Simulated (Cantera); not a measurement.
What does this Cantera script print?

```python
import numpy as np
import cantera as ct

gas_names = """
    CL CL2 H HCL H2 N NH NH2 NH3 N2 N2H2 N2H4 Si SiCL SiCL2 SiCL3 SiCL4 SiH SiHCL3 SiH2 SiH2CL2 SiH3
    SiH3CL SiH4 SiN Si2 Si2N Si3
""".split()
cond_names = """
    NH4CL(a) NH4CL(b) Si(cr) Si(L) Si3N4(a)
""".split()


# ... load() reads the species with a 1 bar reference pressure and builds the phases ...
atoms = {
    'SiH2Cl2': {'Si': 1, 'H': 2, 'CL': 2},
    'N2': {'N': 2},
}
top_T = {'Si3N4(a)': 2400}  # K; cautious upper limits of use, not melting points


# ... equilibrate(T, P, feed) seeds the gas with the atoms and calls Mixture.equilibrate('TP', solver="vcs", rtol=1e-11, max_steps=5000) ...
results = []
feed = {'SiH2Cl2': 1, 'N2': 36}  # mol
for P in [5, 15, 45, 140, 410, 1200, 3700, 11000, 33000, 100000]:
    for T in [1525, 1550, 1575, 1600, 1625, 1650, 1675, 1700, 1725, 1750, 1775]:
        mix = equilibrate(T, P, feed)
        results.append((T, P, feed, dict(zip(mix.species_names, mix.species_moles))))

for T, P, feed, n in results:
    print(f"{T:7g} {P:10.4g}  " + (" + ".join(c for c in cond_names if n.get(c, 0) > 1e-12) or "gas only"))
```

Output:

```
   1525          5  Si(cr)
   1550          5  Si(cr)
   1575          5  Si(cr)
   1600          5  Si(cr)
   1625          5  Si(cr)
   1650          5  gas only
   1675          5  gas only
   1700          5  gas only
   1725          5  gas only
   1750          5  gas only
   1775          5  gas only
   1525         15  Si3N4(a)
   1550         15  Si3N4(a)
   1575         15  Si(cr)
   1600         15  Si(cr)
   1625         15  Si(cr)
   1650         15  Si(cr)
   1675         15  Si(cr)
   1700         15  Si(L)
   1725         15  gas only
   1750         15  gas only
   1775         15  gas only
   1525         45  Si3N4(a)
   1550         45  Si3N4(a)
   1575         45  Si3N4(a)
   1600         45  Si3N4(a)
   1625         45  Si(cr)
   1650         45  Si(cr)
   1675         45  Si(cr)
   1700         45  Si(L)
   1725         45  Si(L)
   1750         45  Si(L)
   1775         45  Si(L)
   1525        140  Si3N4(a)
   1550        140  Si3N4(a)
   1575        140  Si3N4(a)
   1600        140  Si3N4(a)
   1625        140  Si3N4(a)
   1650        140  Si3N4(a)
   1675        140  Si3N4(a)
   1700        140  Si(L)
   1725        140  Si(L)
   1750        140  Si(L)
   1775        140  Si(L)
   1525        410  Si3N4(a)
   1550        410  Si3N4(a)
   1575        410  Si3N4(a)
   1600        410  Si3N4(a)
   1625        410  Si3N4(a)
   1650        410  Si3N4(a)
   1675        410  Si3N4(a)
   1700        410  Si3N4(a)
   1725        410  Si3N4(a)
   1750        410  Si3N4(a)
   1775        410  Si(L)
   1525       1200  Si3N4(a)
   1550       1200  Si3N4(a)
   1575       1200  Si3N4(a)
   1600       1200  Si3N4(a)
   1625       1200  Si3N4(a)
   1650       1200  Si3N4(a)
   1675       1200  Si3N4(a)
   1700       1200  Si3N4(a)
   1725       1200  Si3N4(a)
   1750       1200  Si3N4(a)
   1775       1200  Si3N4(a)
   1525       3700  Si3N4(a)
   1550       3700  Si3N4(a)
   1575       3700  Si3N4(a)
   1600       3700  Si3N4(a)
   1625       3700  Si3N4(a)
   1650       3700  Si3N4(a)
   1675       3700  Si3N4(a)
   1700       3700  Si3N4(a)
   1725       3700  Si3N4(a)
   1750       3700  Si3N4(a)
   1775       3700  Si3N4(a)
   1525    1.1e+04  Si3N4(a)
   1550    1.1e+04  Si3N4(a)
   1575    1.1e+04  Si3N4(a)
   1600    1.1e+04  Si3N4(a)
   1625    1.1e+04  Si3N4(a)
   1650    1.1e+04  Si3N4(a)
   1675    1.1e+04  Si3N4(a)
   1700    1.1e+04  Si3N4(a)
   1725    1.1e+04  Si3N4(a)
   1750    1.1e+04  Si3N4(a)
   1775    1.1e+04  Si3N4(a)
   1525    3.3e+04  Si3N4(a)
   1550    3.3e+04  Si3N4(a)
   1575    3.3e+04  Si3N4(a)
   1600    3.3e+04  Si3N4(a)
   1625    3.3e+04  Si3N4(a)
   1650    3.3e+04  Si3N4(a)
   1675    3.3e+04  Si3N4(a)
   1700    3.3e+04  Si3N4(a)
   1725    3.3e+04  Si3N4(a)
   1750    3.3e+04  Si3N4(a)
   1775    3.3e+04  Si3N4(a)
   1525      1e+05  Si3N4(a)
   1550      1e+05  Si3N4(a)
   1575      1e+05  Si3N4(a)
   1600      1e+05  Si3N4(a)
   1625      1e+05  Si3N4(a)
   1650      1e+05  Si3N4(a)
   1675      1e+05  Si3N4(a)
   1700      1e+05  Si3N4(a)
   1725      1e+05  Si3N4(a)
   1750      1e+05  Si3N4(a)
   1775      1e+05  Si3N4(a)
```

Method: chemical equilibrium by Gibbs-energy minimisation in Cantera with the NASA 1993 tables (ideal gas, pure condensed phases). The tables' values for SiCl3 are old estimates.
